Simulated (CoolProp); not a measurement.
Vapour-liquid equilibrium of p-xylene (1) + n-nonane (2) at 2.25 bar; x and y are mole fractions of (1).

Computed with CoolProp (multi-fluid Helmholtz-energy mixture model, Zhou 2012 and Lemmon 2006; pair parameters Bell 2016).

**Question.** Give the bubble temperature and the first vapour's composition at x = 0.5, 0.65, 0.95. Is there an azeotrope?

**Answer.** x = 0.5: 176.6 °C, y = 0.562; x = 0.65: 174.8 °C, y = 0.703; x = 0.95: 171.5 °C, y = 0.961. No azeotrope shows between x = 0.05 and 0.95.

Pair parameters are fitted to limited data, so mixtures are less certain than the pure fluids.
